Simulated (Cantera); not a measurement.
Input: 1 mol CH3SiCl3, 0.079 mol CH4, 4.5 mol H2, equilibrated at 7.90 mbar.

Cantera equilibrium calculation (NASA polynomials, part measured and part estimated; ideal gas, pure solids and liquids). Candidate condensed phases: C, C6H6, C7H8, C8H18, Si, SiC; 109 gas species. The feed counts by its element totals alone. The tables' values for SiCl, SiCl3 are old estimates; treat these amounts as uncertain. Gases not in the tables: Si2H6 and higher silanes. Rates play no part.

x: gas mole fraction; n: condensed amount in mol.

```csv
T (K),x H2,x HCl,x H,x SiCl4,x SiCl2,x Cl,x Si,n C(graphite),n SiC(s)
923,0.790,0.138,2.45e-9,0.0692,6.53e-6,4.13e-10,<1e-12,0.576,0.494
1123,0.664,?,?,?,?,?,<1e-12,?,?
1323,0.617,0.378,1.40e-5,0.00177,0.00211,7.21e-6,3.74e-11,0.116,0.963
1523,0.616,0.377,0.000204,0.000152,0.00602,0.000100,1.82e-8,0.131,0.948
1723,0.620,0.365,0.00162,2.03e-5,0.0124,0.000736,2.07e-6,0.176,0.902
1923,0.623,0.344,?,?,?,?,?,?,0.839
2123,0.611,0.313,0.0316,8.00e-7,0.0281,0.0118,0.00181,0.308,0.753
2323,0.554,0.257,0.0912,1.69e-7,0.0314,0.0304,0.0221,0.523,0.438
```

Q: Complete the blanks.

A: 
- 1123, x HCl: 0.314
- 1123, x H: 3.90e-7
- 1123, x SiCl4: 0.0204
- 1123, x SiCl2: 0.000320
- 1123, x Cl: 1.64e-7
- 1123, n C(graphite): 0.244
- 1123, n SiC(s): 0.834
- 1923, x H: 0.00836
- 1923, x SiCl4: 3.70e-6
- 1923, x SiCl2: 0.0204
- 1923, x Cl: 0.00348
- 1923, x Si: 8.75e-5
- 1923, n C(graphite): 0.236
